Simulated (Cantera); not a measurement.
An isothermal, constant-pressure homogeneous reactor starts with 2.78 % C2H6, 97.2 % N2, at 1723 K and 0.158 Torr.

Cantera simulation using GRI-Mech 3.0 (53 species, 325 reactions); the numbers are that mechanism's predictions, not measurements. GRI-Mech 3.0 stops at C3 and has no aromatics, soot or wall deposition, so with more carbon than oxygen in the feed, carbon stays in small species such as C2H2 where larger ones or solid carbon would form. Radical loss at walls, strong at low pressure, is not modelled.

Question: Predict: x(C2H6) at 30.0 s; x(C2H) at 30.0 s; x(H2) at 30.0 s; x(CH3) at 30.0 s; x(HCN) at 30.0 s; x(CH2) at 30.0 s; x(CH4) at 30.0 s.

Answer: 
```json
{
  "x(C2H6) at 30.0 s": "4.76e-9 (gas-phase equilibrium <1e-12)",
  "x(C2H) at 30.0 s": "7.99e-7 (gas-phase equilibrium 1.94e-6)",
  "x(H2) at 30.0 s": "0.0510 (gas-phase equilibrium 0.0511)",
  "x(CH3) at 30.0 s": "9.88e-5 (gas-phase equilibrium 2.15e-8)",
  "x(HCN) at 30.0 s": "5.06e-5 (gas-phase equilibrium 0.0414)",
  "x(CH2) at 30.0 s": "4.93e-7 (gas-phase equilibrium 1.27e-9)",
  "x(CH4) at 30.0 s": "0.000987 (gas-phase equilibrium 1.90e-8)"
}
```
